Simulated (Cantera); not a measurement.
An adiabatic, constant-pressure homogeneous reactor starts with CO : H₂ : O₂ : N₂ = 1 : 0.053 : 1.01 : 3.81 (molar parts), equivalence ratio 0.52, at 1025 K and 13.0 bar.

Model: GRI-Mech 3.0 (53 species, 325 reactions), integrated in Cantera. The hydrogen kinetics of GRI-Mech 3.0 are dated; newer H2 mechanisms differ, most at raised pressure. The pressure lies above the range GRI-Mech 3.0 was tuned for (to about 10 atm).

Question: Predict: time of steepest temperature rise; temperature at 2.00 s; equilibrium temperature; x(CO) at 2.00 s; x(H₂) at 2.00 s; x(O₂) at 2.00 s; x(NO) at 2.00 s; x(O) at 2.00 s; x(H₂O₂) at 2.00 s; x(N₂O) at 2.00 s.

Answer: 
* **time of steepest temperature rise**: 3.86 ms
* **temperature at 2.00 s**: 2359 K
* **equilibrium temperature**: 2359 K
* **x(CO) at 2.00 s**: 0.00291 (gas-phase equilibrium 0.00291)
* **x(H₂) at 2.00 s**: 2.54e-5 (gas-phase equilibrium 2.54e-5)
* **x(O₂) at 2.00 s**: 0.0858 (gas-phase equilibrium 0.0858)
* **x(NO) at 2.00 s**: 0.0107 (gas-phase equilibrium 0.0107)
* **x(O) at 2.00 s**: 0.000566 (gas-phase equilibrium 0.000566)
* **x(H₂O₂) at 2.00 s**: 5.00e-8 (gas-phase equilibrium 5.00e-8)
* **x(N₂O) at 2.00 s**: 2.03e-6 (gas-phase equilibrium 2.03e-6)
